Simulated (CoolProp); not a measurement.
Model: reference Helmholtz-energy equation of state, Zhou 2012, in CoolProp.

**Question.** For p-xylene, give the phase and the cp (kJ/(kg K)), cv (kJ/(kg K)), expansivity (1/kK), Prandtl number at 424 K and 0.733 MPa; 472.9 K and 0.733 MPa; 595 K and 0.733 MPa.

**Answer.** 
- 424 K and 0.733 MPa: liquid; cp 2.16, cv 1.72, expansivity 1.37, Prandtl number 4.49
- 472.9 K and 0.733 MPa: liquid; cp 2.36, cv 1.88, expansivity 1.72, Prandtl number 3.81
- 595 K and 0.733 MPa: gas; cp 2.26, cv 2.13, expansivity 2.31, Prandtl number 0.696

Viscosity comes from a separate model (Balogun 2015). Thermal conductivity comes from a separate model (Mylona 2014).
